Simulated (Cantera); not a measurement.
## Equilibrium for titanium nitride, carbide and oxide coatings: TiCl4 + H2 + H2O

A closed system holds: 1 mol TiCl4, 63 mol H2, 3.2 mol H2O, held at 105 Torr.

Equilibrium computed with Cantera from the NASA thermochemical tables; the gas is ideal and each condensed phase is pure. Candidate condensed phases: H2O, Ti, TiCl2, TiCl3, TiCl4, TiO, TiO2, Ti2O3, Ti3O5, Ti4O7; 23 gas species. Mutual solubility and eutectic melting of coexisting phases are not modelled. Condensed phases not in the tables: Magnéli phases beyond Ti4O7. Kinetics and transport are ignored.

From 1598 K to 1698 K the condensed part is Ti4O7(s). From 1748 K to 1998 K the condensed part is Ti3O5(s). At 2048 K the condensed part is Ti3O5(s) + Ti4O7(l). At 2098 K the condensed part is Ti3O5(l). The main Ti-bearing gas is TiCl3 at 1598 K and TiO2 at 2098 K.

| T (K) | log p H2 | log p HCl | log p H2O | log p H | log p Cl | log p OH | n Ti4O7(s) | n Ti3O5(s) | n Ti4O7(l) | n Ti3O5(l) |
|---|---|---|---|---|---|---|---|---|---|---|
| 1598 | -0.89 | -2.09 | -2.53 | -4.72 | -6.02 | -7.76 | 0.250 | 0 | 0 | 0 |
| 1648 | -0.89 | -2.09 | -2.53 | -4.50 | -5.80 | -7.48 | 0.250 | 0 | 0 | 0 |
| 1698 | -0.89 | -2.09 | -2.53 | -4.28 | -5.59 | -7.21 | 0.250 | 0 | 0 | 0 |
| 1748 | -0.89 | -2.09 | -2.50 | -4.09 | -5.39 | -6.93 | 0 | 0.333 | 0 | 0 |
| 1798 | -0.89 | -2.09 | -2.50 | -3.90 | -5.21 | -6.69 | 0 | 0.333 | 0 | 0 |
| 1848 | -0.89 | -2.09 | -2.50 | -3.72 | -5.04 | -6.47 | 0 | 0.333 | 0 | 0 |
| 1898 | -0.89 | -2.09 | -2.50 | -3.55 | -4.87 | -6.25 | 0 | 0.333 | 0 | 0 |
| 1948 | -0.89 | -2.09 | -2.50 | -3.39 | -4.71 | -6.05 | 0 | 0.333 | 0 | 0 |
| 1998 | -0.89 | -2.09 | -2.50 | -3.24 | -4.56 | -5.85 | 0 | 0.333 | 0 | 0 |
| 2048 | -0.89 | -2.09 | -2.51 | -3.10 | -4.42 | -5.68 | 0 | 0.193 | 0.105 | 0 |
| 2098 | -0.89 | -2.09 | -2.50 | -2.96 | -4.29 | -5.49 | 0 | 0 | 0 | 0.333 |
log p: log10 of the partial pressure in bar; n: condensed amount in mol.
